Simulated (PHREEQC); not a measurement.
Leach liquor (model solution)

Make-up at 25 °C: 0.002 mol H2SO4, 0.015 mol MnSO4 and 0.17 mol NiSO4 per kg of water. Closed to the air; pH follows from the charge balance.

Computed with PHREEQC (ion-association model, wateq4f.dat).

Each row changes one thing in this solution. This is a speciation only: nothing precipitates in the calculation.

```csv
case,pH,ionic strength (mol/kgw),SO4-2 (mol/kgw),Mn+2 (mol/kgw),MnSO4 (mol/kgw),HSO4- (mol/kgw)
as made,3.02,0.360,0.0888,0.00775,0.00724,0.00278
NiSO4 left out,2.65,0.0445,0.0109,0.0103,0.00470,0.00138
temperature from 25 to 30 °C,3.05,0.357,0.0878,0.00749,0.00751,0.00286
diluted 100-fold with water,4.48,0.00644,0.00161,0.000131,1.93e-5,4.07e-6
diluted 5-fold with water,3.46,0.0909,0.0226,0.00185,0.00115,0.000378
temperature from 25 to 80 °C,3.46,0.338,0.0831,0.00558,0.00942,0.00355
temperature from 25 to 60 °C,3.27,0.342,0.0840,0.00619,0.00881,0.00331
0.025 mol/kgw NaCl added,3.02,0.387,0.0890,0.00786,0.00695,0.00276
diluted 2-fold with water,3.20,0.202,0.0500,0.00415,0.00335,0.00122
```

Complexes and solids missing from the database can't appear. At this temperature some constants are extrapolated from 25 °C, and those without enthalpy data are left unchanged.
